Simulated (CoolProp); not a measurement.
Saturated liquid density (kg/m³) of methanol: the reference equation beside estimates from Tc = 513.4 K, pc = 8.216 MPa, ω = 0.565. Rackett uses Z = 0.29056 − 0.08775 ω.

Computed with CoolProp (reference Helmholtz-energy equation of state, de Reuck 1993).

| T (K) | reference | Rackett | van der Waals | Redlich-Kwong | Soave-Redlich-Kwong | Peng-Robinson |
|---|---|---|---|---|---|---|
| 247.5 | 833.9 | 832.2 | 408.3 | 606.9 | 636.8 | 714.5 |
| 268 | 814.5 | 810.2 | 399.3 | 592.0 | 625.3 | 702.3 |
| 288.5 | 795.3 | 787.5 | 389.8 | 576.0 | 612.6 | 688.8 |
| 309 | 776.0 | 764.1 | 379.7 | 558.8 | 598.4 | 673.8 |
| 329.5 | 756.4 | 739.6 | 369.0 | 540.2 | 582.5 | 656.8 |
| 350 | 735.8 | 714.0 | 357.5 | 520.1 | 564.7 | 637.6 |
| 370.5 | 713.9 | 687.0 | 345.2 | 498.3 | 544.6 | 615.8 |
| 391 | 690.0 | 658.2 | 331.9 | 474.4 | 521.7 | 590.7 |
| 411.5 | 663.1 | 627.3 | 317.3 | 448.1 | 495.4 | 561.5 |
| 432 | 632.3 | 593.2 | 301.0 | 418.7 | 464.7 | 527.1 |

Absolute difference from the reference over all 10 rows, mean and median: Rackett 2.8 and 2.6 %, van der Waals 51.5 and 51.3 %, Redlich-Kwong 29.6 and 28.9 %, Soave-Redlich-Kwong 23.9 and 23.4 %, Peng-Robinson 14.1 and 13.8 %.
